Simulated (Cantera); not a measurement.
A freely propagating, adiabatic, planar premixed flame of CH4 : O2 : N2 : H2O = 1 : 1.43 : 4.71 : 0.38 (molar parts), unburnt at 373 K and 0.987 atm; mixture-averaged transport, grid criteria slope 0.08 and curve 0.16, no radiation.

Detailed kinetics in Cantera: GRI-Mech 3.0 (53 species, 325 reactions). Burning velocities carry a grid error of a few per cent, more on coarse grids.

### Question
How do the results move with these cheaper or finer settings: unity-Lewis-number transport; multicomponent transport; multicomponent+Soret transport; grid criteria slope 0.5, curve 1; grid criteria slope 0.25, curve 0.5; grid criteria slope 0.03, curve 0.06?

### Answer
```
setting                               laminar burning velocity  thermal thickness  peak x(CO)  peak x(HO2)  grid points
------------------------------------  ------------------------  -----------------  ----------  -----------  -----------
as above                                             25.8 cm/s           0.760 mm      0.0773      8.06e-5          144
unity-Lewis-number transport                         18.2 cm/s           0.958 mm      0.0747      3.62e-5          137
multicomponent transport                             25.8 cm/s           0.774 mm      0.0775      7.91e-5          144
multicomponent+Soret transport                       26.4 cm/s           0.746 mm      0.0773      8.01e-5          150
grid criteria slope 0.5, curve 1                     28.1 cm/s           0.821 mm      0.0769      8.05e-5           34
grid criteria slope 0.25, curve 0.5                  26.6 cm/s           0.787 mm      0.0772      7.98e-5           55
grid criteria slope 0.03, curve 0.06                 25.6 cm/s           0.753 mm      0.0774      8.08e-5          337
```
The base run took roughly 9 core-seconds.
Unity Lewis numbers drop preferential diffusion, which matters most where H2 and H carry the flame; Soret adds thermal diffusion.
